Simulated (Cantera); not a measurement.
What does this Cantera script print?

```python
import numpy as np
import cantera as ct

gas_names = """
    Cu CuO Cu2 H HO2 H2 H2O H2O2 O OH O2 O3
""".split()
cond_names = """
    Cu(cr) Cu(L) CuO(s) CuO2H2(s) Cu2O(s) Cu2O(L) H2O(s) H2O(L)
""".split()


# ... load() reads the species with a 1 bar reference pressure and builds the phases ...
atoms = {
    'CuO': {'Cu': 1, 'O': 1},
    'H2': {'H': 2},
    'H2O': {'H': 2, 'O': 1},
}
top_T = {'CuO(s)': 1390}  # K; cautious upper limits of use, not melting points


# ... equilibrate(T, P, feed) seeds the gas with the atoms and calls Mixture.equilibrate('TP', solver="vcs", rtol=1e-11, max_steps=5000) ...
results = []
T = 2125  # K
P = 48000  # Pa
for m in [0.12, 0.2, 0.28, 0.36, 0.44, 0.53, 0.61, 0.69, 0.77]:
    feed = {'CuO': 1, 'H2': 0.36, 'H2O': m}  # mol
    mix = equilibrate(T, P, feed)
    results.append((T, P, feed, dict(zip(mix.species_names, mix.species_moles))))

top = {s: max(r[3][s] / sum(r[3][g] for g in gas_names) for r in results) for s in gas_names}
cols = sorted((s for s in top if top[s] > 1e-05), key=lambda s: -top[s])[:6]
seen = [c for c in cond_names if any(r[3].get(c, 0) > 1e-12 for r in results)]
print("log10 of partial pressures in bar; condensed amounts in mol")
print(f"{'n(H2O)':>10s}" + "".join(f"{s[:9]:>10s}" for s in cols + seen))
for T, P, feed, n in results:
    ng = sum(n[g] for g in gas_names)
    print(f"{feed['H2O']:10.4g}" + "".join(f"{np.log10(max(n[s] / ng * P / 1e5, 1e-99)):10.3f}" for s in cols)
          + "".join(f"{n.get(c, 0):10.4g}" for c in seen))
```

Output:

```
log10 of partial pressures in bar; condensed amounts in mol
    n(H2O)       H2O        O2        Cu        OH        H2         O     Cu(L)   Cu2O(L)
      0.12    -0.397    -1.216    -1.956    -2.272    -2.943    -3.390         0    0.4932
       0.2    -0.390    -1.272    -1.942    -2.282    -2.907    -3.418         0     0.492
      0.28    -0.384    -1.321    -1.930    -2.292    -2.877    -3.443         0    0.4907
      0.36    -0.379    -1.364    -1.919    -2.300    -2.851    -3.464         0    0.4894
      0.44    -0.376    -1.402    -1.910    -2.308    -2.828    -3.483         0    0.4881
      0.53    -0.373    -1.441    -1.900    -2.316    -2.806    -3.502         0    0.4865
      0.61    -0.370    -1.472    -1.892    -2.323    -2.788    -3.518         0    0.4851
      0.69    -0.370    -1.473    -1.892    -2.323    -2.788    -3.518   0.02236    0.4727
      0.77    -0.370    -1.473    -1.892    -2.323    -2.788    -3.518   0.04539      0.46
```

These are equilibrium values from Cantera (NASA tables, ideal gas, pure condensed phases), not measurements of a reactor. Each liquid is taken as pure. Mutual solubility and eutectic melting of coexisting phases are not modelled.
